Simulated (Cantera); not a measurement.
An isothermal, constant-pressure homogeneous reactor starts with CH₄ : CO₂ = 1 : 2.1 (molar parts), at 1375 K and 1.01 bar.

Computed with Cantera and GRI-Mech 3.0 (53 species, 325 reactions).

Problem. Predict: x(CH₄) at 70.0 s; x(CO₂) at 70.0 s; x(C₂H₄) at 70.0 s; x(H) at 70.0 s.

Solution. x(CH₄) at 70.0 s: 0.0469 (gas-phase equilibrium 2.17e-6)
x(CO₂) at 70.0 s: 0.233 (gas-phase equilibrium 0.101)
x(C₂H₄) at 70.0 s: 0.00720 (gas-phase equilibrium 4.89e-12)
x(H) at 70.0 s: 1.23e-6 (gas-phase equilibrium 1.81e-6)
